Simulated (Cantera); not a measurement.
Cantera run, input and output.

```python
import numpy as np
import cantera as ct

gas = ct.Solution("h2o2.yaml")
gas.TPX = 400, 73000, {'H2': 1, 'O2': 0.357, 'N2': 1.34}
inlet = ct.Reservoir(gas, clone=True)
gas.equilibrate("HP")  # start burning
reactor = ct.IdealGasConstPressureReactor(gas, energy="on", clone=False)
exhaust = ct.Reservoir(gas, clone=True)
tau = [0.31, 0.081, 0.022, 0.0057, 0.0015, 0.0004, 0.00011, 2.8e-05, 7.3e-06][0]
for a, b in ((inlet, reactor), (reactor, exhaust)):
    ct.MassFlowController(a, b, mdot=lambda t: reactor.mass / tau)
net = ct.ReactorNet([reactor])
show = ['H2', 'O2', 'H', 'O', 'HO2', 'H2O', 'H2O2']

rows = []
print(f"{'tau/s':>10s}{'T/K':>9s}" + "".join(f"{s:>11s}" for s in show))
for tau in [0.31, 0.081, 0.022, 0.0057, 0.0015, 0.0004, 0.00011, 2.8e-05, 7.3e-06]:
    net.initial_time = 0.0
    net.advance(30 * tau)
    before = gas.X
    net.advance(40 * tau)
    drift = np.max(np.abs(gas.X - before) / (gas.X + 1e-9))
    rows.append([gas.T, *gas[show].X, drift])
    print(f"{tau:10.3e}{gas.T:9.1f}" + "".join(f"{x:11.3e}" for x in gas[show].X))
```

Result:

```
     tau/s      T/K         H2         O2          H          O        HO2        H2O       H2O2
 3.100e-01   2345.8  1.203e-01  8.681e-05  5.671e-03  7.743e-05  4.638e-08  3.012e-01  1.259e-08
 8.100e-02   2333.8  1.200e-01  1.405e-04  6.979e-03  1.162e-04  7.532e-08  3.002e-01  1.779e-08
 2.200e-02   2303.2  1.191e-01  3.075e-04  1.030e-02  2.466e-04  1.693e-07  2.977e-01  3.171e-08
 5.700e-03   2235.2  1.173e-01  8.166e-04  1.751e-02  6.660e-04  4.369e-07  2.923e-01  6.333e-08
 1.500e-03   2112.8  1.147e-01  2.100e-03  3.028e-02  1.727e-03  1.054e-06  2.829e-01  1.331e-07
 4.000e-04   1925.0  1.109e-01  4.684e-03  4.997e-02  3.672e-03  2.423e-06  2.697e-01  3.301e-07
 1.100e-04   1686.6  1.070e-01  9.225e-03  7.468e-02  5.885e-03  5.634e-06  2.538e-01  9.430e-07
 2.800e-05   1387.2  1.273e-01  2.470e-02  8.855e-02  6.721e-03  2.006e-05  2.195e-01  2.132e-06
 7.300e-06    400.0  3.708e-01  1.324e-01 -1.292e-21 -4.944e-19 -1.510e-17 -6.071e-16 -8.083e-19
```

Computed with Cantera and the H2/O2 subset of GRI-Mech 3.0, which has no nitrogen chemistry.
